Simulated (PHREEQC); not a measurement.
A solution holds 140 mmol/kgw SrCl2 and 0.0027 mmol/kgw H4SiO4, at 15 °C. Closed to the air; pH follows from the charge balance.

Equilibrium calculation in PHREEQC: ion-association model, wateq4f.dat.

```json
[
 {"quantity": "pH", "before": "7.05", "after": "6.65"},
 {"quantity": "H3SiO4- (mol/kgw)", "before": "5.12e-9", "after": "5.54e-9"},
 {"quantity": "SI of Quartz (SiO2)", "before": "-1.39", "after": "-1.82"}
]
```

Q: Name the change that produced these shifts.
A. H4SiO4 from 2.7e-06 to 4.05e-06 mol/kgw
B. temperature from 15 to 45 °C
C. diluted 10-fold with water
D. SrCl2 from 0.14 to 0.126 mol/kgw
E. SrCl2 left out

A: B, temperature from 15 to 45 °C

No solid was allowed to form. Constants without temperature data keep their 25 °C values here.
